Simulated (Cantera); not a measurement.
An isothermal, constant-pressure homogeneous reactor starts with CH4 : N2 = 1 : 3.1 (molar parts), at 1698 K and 1.01 bar. Integrator tolerance rtol = 1e-08.

Detailed kinetics in Cantera: GRI-Mech 3.0 (53 species, 325 reactions). GRI-Mech 3.0 stops at C3 and has no aromatics, soot or wall deposition, so with more carbon than oxygen in the feed, carbon stays in small species such as C2H2 where larger ones or solid carbon would form.

### Question
What does this change do: N2 3.1 to 9.8 parts?

### Answer
```tsv
quantity	before	after
x(CH4) at 20.0 s	0.00613 (gas-phase equilibrium 0.00444)	0.00118 (gas-phase equilibrium 0.000662)
x(H) at 20.0 s	7.73e-5 (gas-phase equilibrium 7.77e-5)	5.12e-5 (gas-phase equilibrium 5.14e-5)
x(C2H6) at 20.0 s	8.87e-7 (gas-phase equilibrium 4.60e-7)	7.51e-8 (gas-phase equilibrium 2.34e-8)
x(CH3) at 20.0 s	3.36e-5 (gas-phase equilibrium 2.42e-5)	9.78e-6 (gas-phase equilibrium 5.47e-6)
x(C2H4) at 20.0 s	0.00134 (gas-phase equilibrium 0.000690)	0.000259 (gas-phase equilibrium 8.03e-5)
```

### Question
What does this change do: N2 3.1 to 5.8 parts?

### Answer
| quantity | before | after |
|---|---|---|
| x(CH4) at 20.0 s | 0.00613 (gas-phase equilibrium 0.00444) | 0.00267 (gas-phase equilibrium 0.00171) |
| x(H) at 20.0 s | 7.73e-5 (gas-phase equilibrium 7.77e-5) | 6.28e-5 (gas-phase equilibrium 6.30e-5) |
| x(C2H6) at 20.0 s | 8.87e-7 (gas-phase equilibrium 4.60e-7) | 2.55e-7 (gas-phase equilibrium 1.03e-7) |
| x(CH3) at 20.0 s | 3.36e-5 (gas-phase equilibrium 2.42e-5) | 1.80e-5 (gas-phase equilibrium 1.15e-5) |
| x(C2H4) at 20.0 s | 0.00134 (gas-phase equilibrium 0.000690) | 0.000584 (gas-phase equilibrium 0.000235) |

### Question
What does this change do: CH4 1 to 4.6 parts?

### Answer
```json
[
 {"quantity": "x(CH4) at 20.0 s", "before": "0.00613 (gas-phase equilibrium 0.00444)", "after": "0.0217 (gas-phase equilibrium 0.0188)"},
 {"quantity": "x(H) at 20.0 s", "before": "7.73e-5 (gas-phase equilibrium 7.77e-5)", "after": "0.000106 (gas-phase equilibrium 0.000106)"},
 {"quantity": "x(C2H6) at 20.0 s", "before": "8.87e-7 (gas-phase equilibrium 4.60e-7)", "after": "5.88e-6 (gas-phase equilibrium 4.41e-6)"},
 {"quantity": "x(CH3) at 20.0 s", "before": "3.36e-5 (gas-phase equilibrium 2.42e-5)", "after": "8.66e-5 (gas-phase equilibrium 7.50e-5)"},
 {"quantity": "x(C2H4) at 20.0 s", "before": "0.00134 (gas-phase equilibrium 0.000690)", "after": "0.00472 (gas-phase equilibrium 0.00352)"}
]
```
